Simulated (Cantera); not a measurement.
A closed system holds: 1 mol CH3F, 2.3 mol H2, 0.033 mol Si, equilibrated at 425 °C and 13.3 mbar.

Cantera equilibrium calculation (NASA polynomials, part measured and part estimated; ideal gas, pure solids and liquids). Rates play no part.

```
species            before     after
----------------  -------  --------
H2                  0.716     0.788
HF                  0.216     0.203
SiF4              0.00820   0.00774
CH4                0.0605  0.000298
C(graphite), mol    0.756     0.999
```
Gas species are given as mole fractions.

Q: What was changed between the two runs?
A) temperature from 425 °C to 827 °C
B) pressure from 13.3 mbar to 1.30 mbar
C) Si from 0.033 to 1.1 mol
D) Si from 0.033 to 0.043 mol

A: A, temperature from 425 °C to 827 °C
